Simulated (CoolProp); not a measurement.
n-dodecane along the isotherm 620 K: fugacity coefficient from the reference equation and from simpler models built on Tc = 658.1 K, pc = 1.818 MPa, ω = 0.574; each cubic takes its own stable root.

The numbers come from the reference Helmholtz-energy equation of state, Lemmon 2004 in CoolProp. It is a short technical equation, of lower accuracy than the large ones.

| p (MPa) | phase | reference | van der Waals | Redlich-Kwong | Soave-Redlich-Kwong | Peng-Robinson |
|---|---|---|---|---|---|---|
| 0.0144 | gas | 0.9960 | 0.9973 | 0.9968 | 0.9966 | 0.9963 |
| 0.0256 | gas | 0.9929 | 0.9952 | 0.9943 | 0.9940 | 0.9934 |
| 0.0454 | gas | 0.9874 | 0.9914 | 0.9899 | 0.9893 | 0.9883 |
| 0.0808 | gas | 0.9775 | 0.9848 | 0.9821 | 0.9810 | 0.9793 |
| 0.144 | gas | 0.9601 | 0.9729 | 0.9681 | 0.9663 | 0.9632 |
| 0.256 | gas | 0.9297 | 0.9519 | 0.9436 | 0.9402 | 0.9349 |
| 0.454 | gas | 0.8767 | 0.9148 | 0.9005 | 0.8946 | 0.8857 |
| 0.808 | gas | 0.7843 | 0.8482 | 0.8242 | 0.8134 | 0.7993 |
| 1.44 | liquid | 0.5503 | 0.7201 | 0.6540 | 0.5900 | 0.5717 |
| 2.56 | liquid | 0.3364 | 0.4697 | 0.4122 | 0.3688 | 0.3532 |
| 4.54 | liquid | 0.2183 | 0.3344 | 0.2785 | 0.2472 | 0.2323 |
